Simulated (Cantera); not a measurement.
Feed: 1 mol NH3, 0.32 mol H2, 1 mol O2, held at 2.30 bar.

Method: chemical equilibrium by Gibbs-energy minimisation in Cantera with the NASA 1993 tables (ideal gas, pure condensed phases). Candidate condensed phases: H2O; 24 gas species. Rates play no part.

Q: At 1952 °C, list the 5 most abundant gas species with their mole fractions, and the condensed phases.

A: H2O 0.745, N2 0.205, O2 0.0354, OH 0.00782, H2 0.00347. Condensed: gas only.
